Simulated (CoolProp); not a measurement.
Model: reference Helmholtz-energy equation of state, Thol 2015, in CoolProp.

**Question.** Give the vapour pressure (bar), liquid density (kg/m³), enthalpy of vaporisation (kJ/kg), vapour Z of saturated 1,2-dichloroethane at 181.75 °C.

**Answer.** 
```json
[
 {"T (°C)": "181.75", "p (bar)": "10.5", "liquid density (kg/m³)": "976", "enthalpy of vaporisation (kJ/kg)": "257", "vapour Z": "0.839"}
]
```
